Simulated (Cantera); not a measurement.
Input: 1 mol Si, 0.75 mol Cl₂, 2.9 mol H₂, held at 1277 °C and 10000 Pa.

Equilibrium computed with Cantera from the NASA thermochemical tables; the gas is ideal and each condensed phase is pure. Candidate condensed phases: Si; 19 gas species. The tables' values for SiCl₃ are old estimates; treat these amounts as uncertain. The numbers say what is thermodynamically allowed, not how fast it happens.

Base state: H₂ 0.726, HCl 0.152, SiCl₂ 0.106, SiCl₃ 0.0109, SiCl₄ 0.00313, SiHCl₃ 0.00184, SiH₂Cl₂ 0.000176, H 8.48e-5 (mole fractions); condensed: Si(s).

### Question
What changes in the equilibrium state with this change: H₂ from 2.9 to 9.8 mol?

### Answer
| species | before | after |
|---|---|---|
| H₂ | 0.726 | 0.888 |
| HCl | 0.152 | 0.0838 |
| SiCl₂ | 0.106 | 0.0264 |
| SiCl₃ | 0.0109 | 0.00136 |
| SiCl₄ | 0.00313 | 0.000194 |
| SiHCl₃ | 0.00184 | 0.000252 |
| SiH₂Cl₂ | 0.000176 | 5.36e-5 |
| Cl | 1.42e-5 | 7.07e-6 |
| Si(s), mol | 0.559 | 0.702 |
